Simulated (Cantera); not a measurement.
Feed: 1 mol Si₃N₄, a varied amount of Cl₂, 20 mol H₂, at 600 °C and 10.0 mbar.

These are equilibrium values from Cantera (NASA tables, ideal gas, pure condensed phases), not measurements of a reactor. Candidate condensed phases: NH₄Cl, Si, Si₃N₄; 28 gas species. Equilibrium is a limit: real reactors are often held back by kinetics, nucleation or transport.

x: gas mole fraction; n: condensed amount in mol.

```
n(Cl₂) (mol)  x HCl      x H₂     x Cl₂  x SiCl₄    x N₂  n Si₃N₄(s)
------------  -----  --------  --------  -------  ------  ----------
5.2           0.298     0.652    <1e-12   0.0296  0.0198         [?]
6.7           0.334     0.593    <1e-12   0.0437  0.0292         [?]
8.7           0.367     0.528    <1e-12   0.0629  0.0421         [?]
11            0.391     0.468    <1e-12   0.0846  0.0566         [?]
15            0.530     0.323    <1e-12   0.0881  0.0588           0
19            0.684     0.184  2.78e-12   0.0789  0.0526           0
25            0.864    0.0227  3.59e-11   0.0682  0.0455           0
32            0.784  5.72e-12     0.118   0.0588  0.0392           0
```

Complete the blanks.


- 5.2, n Si₃N₄(s): 0.752
- 6.7, n Si₃N₄(s): 0.615
- 8.7, n Si₃N₄(s): 0.409
- 11, n Si₃N₄(s): 0.147
